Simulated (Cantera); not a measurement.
Input: 1 mol SiCl4, 0.39 mol C2H4, 6.4 mol H2, at 1275 K and 26000 Pa.

Cantera equilibrium calculation (NASA polynomials, part measured and part estimated; ideal gas, pure solids and liquids). Candidate condensed phases: C, C6H6, C7H8, C8H18, Si, SiC; 109 gas species. The tables' values for SiCl3 are old estimates; treat these amounts as uncertain. Rates play no part.

Base state: H2 0.665, HCl 0.292, SiCl4 0.0359, SiHCl3 0.00329, SiCl3 0.00218, CH4 0.00106, SiCl2 0.000862, SiH2Cl2 4.19e-5 (mole fractions); condensed: C(graphite) + SiC(s).

What changes in the equilibrium state with this change: C2H4 from 0.39 to 0.16 mol?


```json
[
 {"species": "H2", "before": "0.665", "after": "0.733"},
 {"species": "HCl", "before": "0.292", "after": "0.183"},
 {"species": "SiCl4", "before": "0.0359", "after": "0.0630"},
 {"species": "SiHCl3", "before": "0.00329", "after": "0.0102"},
 {"species": "CH4", "before": "0.00106", "after": "9.38e-5"},
 {"species": "SiH2Cl2", "before": "4.19e-5", "after": "0.000228"},
 {"species": "SiCl2", "before": "0.000862", "after": "0.00424"},
 {"species": "SiCl3", "before": "0.00218", "after": "0.00641"},
 {"species": "C(graphite), mol", "before": "0.143", "after": "0"},
 {"species": "SiC(s), mol", "before": "0.628", "after": "0.319"}
]
```

What changes in the equilibrium state with this change: temperature from 1275 K to 1148 K?


| species | before | after |
|---|---|---|
| H2 | 0.665 | 0.726 |
| HCl | 0.292 | 0.204 |
| SiCl4 | 0.0359 | 0.0615 |
| SiCl2 | 0.000862 | 0.000152 |
| CH4 | 0.00106 | 0.00326 |
| SiCl3 | 0.00218 | 0.000920 |
| SiHCl3 | 0.00329 | 0.00439 |
| SiH2Cl2 | 4.19e-5 | 3.93e-5 |
| C(graphite), mol | 0.143 | 0.327 |
| SiC(s), mol | 0.628 | 0.425 |

What changes in the equilibrium state with this change: SiCl4 replaced by SiH4?


```csv
species,before,after
H2,0.665,1.000
CH4,0.00106,6.25e-6
HCl,0.292,0
SiCl4,0.0359,0
SiHCl3,0.00329,0
SiCl3,0.00218,0
SiCl2,0.000862,0
"C(graphite), mol",0.143,0
"SiC(s), mol",0.628,0.780
"Si(s), mol",0,0.220
```
Mutual solubility and eutectic melting of coexisting phases are not modelled.
